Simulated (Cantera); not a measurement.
# MgSO4 + H2O + O2 + CO2 (calcination and drying)

Charge: 1 mol MgSO4, 0.2 mol H2O, 4.7 mol O2, 3.9 mol CO2, held at 4.70 mbar.

Equilibrium computed with Cantera from the NASA thermochemical tables; the gas is ideal and each condensed phase is pure. Candidate condensed phases: C, C6H6, C7H8, C8H18, H2O, H2SO4, Mg, MgCO3, MgO, Mg(OH)2, MgS, MgSO4, S; 130 gas species. Rates play no part.

```tsv
T (°C)	log p O2	log p CO2	log p SO2	log p H2O	log p SO3	log p OH	n MgO(s)	n MgSO4(s)
727	-2.60	-2.69	-4.25	-3.98	-5.29	-8.91	0.118	0.882
777	-2.63	-2.75	-3.36	-4.04	-4.66	-8.54	1.00	0
827	-2.63	-2.75	-3.35	-4.04	-4.87	-8.17	1.00	0
877	-2.63	-2.75	-3.35	-4.04	-5.07	-7.84	1.00	0
927	-2.62	-2.75	-3.35	-4.04	-5.25	-7.53	1.00	0
977	-2.62	-2.75	-3.34	-4.04	-5.41	-7.25	1.00	0
1027	-2.62	-2.75	-3.34	-4.04	-5.57	-6.99	1.00	0
1077	-2.62	-2.75	-3.34	-4.04	-5.71	-6.74	1.00	0
1127	-2.62	-2.75	-3.34	-4.04	-5.84	-6.52	1.00	0
```
log p: log10 of the partial pressure in bar; n: condensed amount in mol.

At 727 °C the condensed part is MgO(s) + MgSO4(s). From 777 °C to 1127 °C the condensed part is MgO(s).
